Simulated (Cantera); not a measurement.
Source: NASA polynomial tables (part measured, part estimated), evaluated in Cantera. Values are per mole of reaction as written; species without (g) are pure solids or liquids, kept so even where they would boil at 1 bar.

Problem. Between 1450 and 2950 K, where is each reaction favourable under standard conditions?
- N2O(g) + Cu2O = 2 NO(g) + 2 Cu

Solution. 
- N2O(g) + Cu2O = 2 NO(g) + 2 Cu: ΔG° is 20 kJ at 1450 K and -184 kJ at 2950 K; it changes sign between 1450 and 1600 K. ΔH° is 190 kJ and ΔS° 127 J/K at 2950 K.
